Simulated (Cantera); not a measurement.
Charge: 1 mol TiO2, 3.5 mol HCl, at 1.00 Torr.

Cantera equilibrium calculation (NASA polynomials, part measured and part estimated; ideal gas, pure solids and liquids). Candidate condensed phases: H2O, Ti, TiCl2, TiCl3, TiCl4, TiO, TiO2, Ti2O3, Ti3O5, Ti4O7; 23 gas species. Mutual solubility and eutectic melting of coexisting phases are not modelled. The tables' values for TiCl2 are old estimates; treat these amounts as uncertain. Condensed phases not in the tables: Magnéli phases beyond Ti4O7. Equilibrium is a limit: real reactors are often held back by kinetics, nucleation or transport.

x: gas mole fraction; n: condensed amount in mol.

```csv
T (°C),x HCl,x Cl,x H2,x H2O,x H,n TiO2(rutile),n Ti4O7(s)
1027,0.997,0.00109,0.000545,0.000948,7.08e-7,0.998,0
1077,0.996,0.00181,0.000895,0.00102,1.95e-6,0.998,0
1127,0.994,0.00289,0.00142,?,5.02e-6,0.998,0
1177,0.992,0.00448,0.00218,?,1.21e-5,0.998,0
1227,0.988,0.00673,0.00326,?,2.75e-5,0.998,0
1277,0.983,0.00983,0.00474,?,5.94e-5,0.997,0
1327,0.977,0.0140,0.00673,?,0.000122,0.997,0
1377,0.968,0.0195,0.00935,?,0.000241,0.997,0
1427,0.957,0.0266,0.0127,?,0.000455,0.996,0
1477,0.943,0.0356,0.0169,?,0.000829,0.995,0
1527,0.925,0.0467,0.0221,?,0.00146,0.994,0
1577,0.904,0.0610,0.0276,?,0.00245,0.977,0.00447
1627,0.877,0.0790,0.0331,?,0.00396,0.936,0.0151
```

Problem. Complete the blanks.

Solution. 
- 1127, x H2O: 0.00111
- 1177, x H2O: 0.00121
- 1227, x H2O: 0.00133
- 1277, x H2O: 0.00148
- 1327, x H2O: 0.00167
- 1377, x H2O: 0.00190
- 1427, x H2O: 0.00217
- 1477, x H2O: 0.00248
- 1527, x H2O: 0.00283
- 1577, x H2O: 0.00369
- 1627, x H2O: 0.00567
